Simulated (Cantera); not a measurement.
Charge: 1 mol S, 0.83 mol O2, equilibrated at 527 °C and 0.100 bar.

These are equilibrium values from Cantera (NASA tables, ideal gas, pure condensed phases), not measurements of a reactor. Candidate condensed phases: S; 10 gas species. Gases not in the tables: S3 to S7. The numbers say what is thermodynamically allowed, not how fast it happens.

Base state: SO2 0.906, S2 0.0887, S2O 0.00570, S8 1.32e-5 (mole fractions); condensed: gas only.

Question: What changes in the equilibrium state with this change: 0.0011 mol H2 added?

Answer: 
```tsv
species	before	after
SO2	0.906	0.904
S2	0.0887	0.0889
S2O	0.00570	0.00571
H2O	0	0.00111
H2S	0	8.82e-5
S8	1.32e-5	1.33e-5
```
Further candidate phases: H2O, H2SO4.
